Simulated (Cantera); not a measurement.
Input: 1 mol Ta2O5, 1700 mol H2, at 1.88 Torr.

Cantera equilibrium calculation (NASA polynomials, part measured and part estimated; ideal gas, pure solids and liquids). Candidate condensed phases: H2O, Ta, Ta2O5; 12 gas species. Mutual solubility and eutectic melting of coexisting phases are not modelled. Condensed phases not in the tables: N, O or C dissolved in the metal. The numbers say what is thermodynamically allowed, not how fast it happens. All values below are at 1448 K.

Base state: H2 1.000, H 0.000184, H2O 6.08e-5 (mole fractions); condensed: Ta(s) + Ta2O5(s).

**Question.** What changes in the equilibrium state with this change: Ta2O5 replaced by Cu2O?

**Answer.** 
```tsv
species	before	after
H2	1.000	0.998
Cu	0	0.00117
H2O	6.08e-5	0.000587
H	0.000184	0.000184
Ta(s), mol	0.0414	0
Ta2O5(s), mol	0.979	0
```
Further candidate phases: Cu, CuO, Cu(OH)2, Cu2O.
